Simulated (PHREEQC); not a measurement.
Consider water at 25 °C with 0.01 mol CdSO4, 0.014 mol Na2SO4 and 0.047 mol FeSO4 per kg of water. Closed to the air; pH follows from the charge balance.

The numbers come from PHREEQC with the ion-association model, phreeqc.dat.

| Property | Value |
|---|---|
| pH | 5.94 |
| ionic strength | 0.160 mol/kgw |
| density | 1.008 g/cm³ |

```tsv
species	molality	activity	log γ
SO4-2	0.0406	0.0129	-0.498
Fe+2	0.0265	0.00928	-0.456
Na+	0.0263	0.0200	-0.120
FeSO4	0.0205	0.0213	0.016
CdSO4	0.00435	0.00451	0.016
Cd+2	0.00371	0.00121	-0.485
Cd(SO4)2-2	0.00194	0.000637	-0.485
NaSO4-	0.00170	0.00129	-0.119
FeOH+	3.39e-6	2.56e-6	-0.123
HSO4-	1.90e-6	1.43e-6	-0.121
H+	1.42e-6	1.15e-6	-0.093
FeHSO4+	2.12e-7	1.60e-7	-0.121
CdOH+	1.16e-7	8.80e-8	-0.121
```

This is a speciation only: nothing precipitates in the calculation. Species that the database lacks are ignored.
